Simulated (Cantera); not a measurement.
Moist CO burnout

A perfectly stirred reactor is fed with CO : O2 : H2O : N2 = 0.0019 : 0.069 : 0.0015 : 1 (molar parts), equivalence ratio 0.014, at 0.610 bar; it is held at 1225 K, and followed from long to short residence time.

Cantera simulation using GRI-Mech 3.0 (53 species, 325 reactions); the numbers are that mechanism's predictions, not measurements.

| τ (s) | x CO | x O2 | x H2O | x OH | x H2O2 |
|---|---|---|---|---|---|
| 0.30 | 0.000219 | 0.0636 | 0.00139 | 1.37e-5 | 7.96e-9 |
| 0.19 | 0.000290 | 0.0636 | 0.00139 | 1.55e-5 | 9.94e-9 |
| 0.12 | 0.000382 | 0.0637 | 0.00139 | 1.75e-5 | 1.22e-8 |
| 0.076 | 0.000496 | 0.0637 | 0.00139 | 1.96e-5 | 1.46e-8 |
| 0.048 | 0.000633 | 0.0638 | 0.00139 | 2.16e-5 | 1.71e-8 |
| 0.031 | 0.000785 | 0.0638 | 0.00139 | 2.33e-5 | 1.93e-8 |
| 0.019 | 0.000973 | 0.0639 | 0.00138 | 2.48e-5 | 2.11e-8 |
| 0.012 | 0.00116 | 0.0640 | 0.00138 | 2.55e-5 | 2.17e-8 |
| 0.0077 | 0.00133 | 0.0641 | 0.00138 | 2.49e-5 | 2.10e-8 |
| 0.0049 | 0.00149 | 0.0642 | 0.00138 | 2.26e-5 | 1.83e-8 |
| 0.0031 | 0.00162 | 0.0642 | 0.00139 | 1.77e-5 | 1.30e-8 |
x: mole fraction; the columns are a selection and need not sum to one.
